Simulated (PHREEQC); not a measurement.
# Acid mine or pickling water (model solution)

Synthetic water in mmol/kgw, 25 °C, pH 2.9, pe 10.2:

```json
[
 {"constituent": "Na", "mmol/kgw": "0.0868"},
 {"constituent": "K", "mmol/kgw": "1.22"},
 {"constituent": "Ca", "mmol/kgw": "2.17"},
 {"constituent": "Mg", "mmol/kgw": "0.293"},
 {"constituent": "Cl", "mmol/kgw": "1.12"},
 {"constituent": "S(6)", "mmol/kgw": "7.98"},
 {"constituent": "Fe(3)", "mmol/kgw": "0.00878"}
]
```

Valence states are taken as typed.

The numbers come from PHREEQC with the ion-association model, phreeqc.dat.

```json
{
 "ionic_strength": "0.0189 mol/kgw",
 "specific_conductance": "1690 µS/cm",
 "total_alkalinity": "-1.98 meq/kg",
 "charge_balance_error": "-41.9 %"
}
```

```json
[
 {"species": "SO4-2", "molality": "0.00665", "activity": "0.00392", "log γ": "-0.230"},
 {"species": "Ca+2", "molality": "0.00153", "activity": "0.000911", "log γ": "-0.226"},
 {"species": "H+", "molality": "0.00141", "activity": "0.00126", "log γ": "-0.050"},
 {"species": "K+", "molality": "0.00119", "activity": "0.00103", "log γ": "-0.060"},
 {"species": "Cl-", "molality": "0.00112", "activity": "0.000976", "log γ": "-0.060"},
 {"species": "CaSO4", "molality": "0.000632", "activity": "0.000634", "log γ": "0.002"},
 {"species": "HSO4-", "molality": "0.000549", "activity": "0.000479", "log γ": "-0.059"},
 {"species": "Mg+2", "molality": "0.000189", "activity": "0.000114", "log γ": "-0.221"},
 {"species": "MgSO4", "molality": "0.000104", "activity": "0.000104", "log γ": "0.002"},
 {"species": "Na+", "molality": "8.51e-5", "activity": "7.45e-5", "log γ": "-0.058"},
 {"species": "KSO4-", "molality": "3.24e-5", "activity": "2.84e-5", "log γ": "-0.056"},
 {"species": "FeSO4+", "molality": "6.46e-6", "activity": "5.67e-6", "log γ": "-0.057"},
 {"species": "CaHSO4+", "molality": "6.01e-6", "activity": "5.25e-6", "log γ": "-0.059"}
]
```

No solid was allowed to form. The solution is supersaturated, for example in Hematite (slow to form), Goethite (slow to form), so a real one may precipitate; this is no full list.
